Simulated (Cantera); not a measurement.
A closed system holds: 1 mol B₂O₃, 0.51 mol H₂O, 110 mol H₂, held at 2148 K and 51000 Pa.

These are equilibrium values from Cantera (NASA tables, ideal gas, pure condensed phases), not measurements of a reactor. Candidate condensed phases: B, B₂O₃, B₃O₃H₃, H₂O; 23 gas species. The numbers say what is thermodynamically allowed, not how fast it happens.

Base state: H₂ 0.971, HBO 0.00881, HBO₂ 0.00637, H₂O 0.00629, H 0.00575, B₂O₃ 0.000838, BO 0.000663, B₂O₂ 0.000177 (mole fractions); condensed: gas only.

### Question
What changes in the equilibrium state with this change: temperature from 2148 K to 1250 K?

### Answer
| species | before | after |
|---|---|---|
| H₂ | 0.971 | 0.995 |
| H₂O | 0.00629 | 0.00454 |
| HBO₂ | 0.00637 | 0.000155 |
| HBO | 0.00881 | 2.87e-6 |
| BO | 0.000663 | <1e-9 |
| B₂O₂ | 0.000177 | <1e-9 |
| B₂O₃ | 0.000838 | 8.64e-8 |
| H | 0.00575 | 6.75e-7 |
| B₂O₃(l), mol | 0 | 0.991 |
Gases not in the tables: H₃BO₃.
